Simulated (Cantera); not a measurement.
Mixture: CH4 : H2 : O2 : N2 = 1 : 0.15 : 2.73 : 7.92 (molar parts), equivalence ratio 0.76, at 21.0 bar, adiabatic and at constant volume. Ignition delay is the time to a rise of 400 K.

Cantera simulation using GRI-Mech 3.0 (53 species, 325 reactions); the numbers are that mechanism's predictions, not measurements. The pressure lies above the range GRI-Mech 3.0 was tuned for (to about 10 atm).

**Question.** Predict: delay at 1098 K; delay at 1248 K; delay at 1398 K; delay at 1548 K; delay at 1698 K; apparent activation energy between 1623 and 1773 K.

**Answer.** 
```json
{
  "delay at 1098 K": "1.66 ms",
  "delay at 1248 K": "0.260 ms",
  "delay at 1398 K": "73.0 µs",
  "delay at 1548 K": "24.2 µs",
  "delay at 1698 K": "8.94 µs",
  "apparent activation energy between 1623 and 1773 K": "150 kJ/mol"
}
```
